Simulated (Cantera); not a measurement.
Input (Python, Cantera) and output of one run.

```python
import numpy as np
import cantera as ct

gas_names = """
    CL CL2 H HCL H2 N NH NH2 NH3 N2 N2H2 N2H4 Si SiCL SiCL2 SiCL3 SiCL4 SiH SiHCL3 SiH2 SiH2CL2 SiH3
    SiH3CL SiH4 SiN Si2 Si2N Si3
""".split()
cond_names = """
    NH4CL(a) NH4CL(b) Si(cr) Si(L) Si3N4(a)
""".split()


# ... load() reads the species with a 1 bar reference pressure and builds the phases ...
atoms = {
    'Si': {'Si': 1},
    'HCl': {'H': 1, 'CL': 1},
    'N2': {'N': 2},
}
top_T = {'Si3N4(a)': 2400}  # K; cautious upper limits of use, not melting points


# ... equilibrate(T, P, feed) seeds the gas with the atoms and calls Mixture.equilibrate('TP', solver="vcs", rtol=1e-11, max_steps=5000) ...
results = []
feed = {'Si': 1, 'HCl': 8.1, 'N2': 14}  # mol
P = 100000  # Pa
for T in [1023, 1048, 1073, 1098, 1123, 1148, 1173, 1198, 1223, 1248, 1273]:
    mix = equilibrate(T, P, feed)
    results.append((T, P, feed, dict(zip(mix.species_names, mix.species_moles))))

top = {s: max(r[3][s] / sum(r[3][g] for g in gas_names) for r in results) for s in gas_names}
cols = sorted((s for s in top if top[s] > 0.0001), key=lambda s: -top[s])[:7]
seen = [c for c in cond_names if any(r[3].get(c, 0) > 1e-12 for r in results)]
print("log10 of partial pressures in bar; condensed amounts in mol")
print(f"{'T/K':>10s}" + "".join(f"{s[:9]:>10s}" for s in cols + seen))
for T, P, feed, n in results:
    ng = sum(n[g] for g in gas_names)
    print(f"{T:10.4g}" + "".join(f"{np.log10(max(n[s] / ng * P / 1e5, 1e-99)):10.3f}" for s in cols)
          + "".join(f"{n.get(c, 0):10.4g}" for c in seen))
```

It prints:

```
log10 of partial pressures in bar; condensed amounts in mol
       T/K        N2       HCL        H2     SiCL4    SiHCL3     SiCL3  Si3N4(a)
      1023    -0.178    -0.711    -1.024    -1.326    -3.712    -4.834         0
      1048    -0.178    -0.711    -1.024    -1.327    -3.630    -4.622         0
      1073    -0.178    -0.711    -1.025    -1.327    -3.553    -4.421         0
      1098    -0.178    -0.708    -1.028    -1.331    -3.488    -4.236  0.002373
      1123    -0.179    -0.703    -1.033    -1.337    -3.432    -4.065   0.00597
      1148    -0.179    -0.699    -1.038    -1.342    -3.379    -3.901  0.009343
      1173    -0.179    -0.695    -1.043    -1.347    -3.328    -3.745   0.01249
      1198    -0.179    -0.691    -1.047    -1.353    -3.280    -3.595   0.01541
      1223    -0.180    -0.687    -1.052    -1.358    -3.233    -3.452   0.01809
      1248    -0.180    -0.684    -1.056    -1.364    -3.189    -3.315   0.02051
      1273    -0.180    -0.681    -1.060    -1.370    -3.147    -3.184   0.02264
```

Equilibrium computed with Cantera from the NASA thermochemical tables; the gas is ideal and each condensed phase is pure. N2 is the only nitrogen source here; it is nearly inert below about 1500 K, so the nitride shown seldom forms there in practice. The tables' values for SiCl3 are old estimates; treat these amounts as uncertain.
